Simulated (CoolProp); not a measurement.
Vapour pressure (kPa) of hexamethyldisiloxane (MM): the reference equation beside estimates from Tc = 518.7 K, pc = 1931 kPa, ω = 0.418.

Computed with CoolProp (reference Helmholtz-energy equation of state, Thol 2016).

| T (K) | reference | Lee-Kesler | van der Waals | Soave-Redlich-Kwong |
|---|---|---|---|---|
| 336.4 | 29.62 | 29.36 | 259.2 | 29.41 |
| 350.7 | 49.33 | 49.14 | 323.5 | 49.13 |
| 365 | 78.24 | 78.29 | 397.6 | 78.23 |
| 379.3 | 119.0 | 119.5 | 482.0 | 119.5 |
| 393.7 | 175.0 | 176.3 | 577.8 | 176.5 |
| 408 | 248.7 | 251.0 | 684.3 | 252.0 |
| 422.3 | 344.1 | 347.6 | 802.5 | 350.1 |
| 436.6 | 464.8 | 469.8 | 932.7 | 474.7 |
| 450.9 | 615.4 | 621.9 | 1075 | 630.2 |
| 465.2 | 800.6 | 808.7 | 1231 | 821.0 |
| 479.5 | 1026 | 1036 | 1399 | 1052 |
| 493.8 | 1300 | 1311 | 1581 | 1328 |
| 508.2 | 1635 | 1645 | 1779 | 1656 |

Absolute difference from the reference over all 13 rows, mean and median: Lee-Kesler 0.8 and 0.9 %, van der Waals 221.4 and 133.2 %, Soave-Redlich-Kwong 1.4 and 1.3 %.
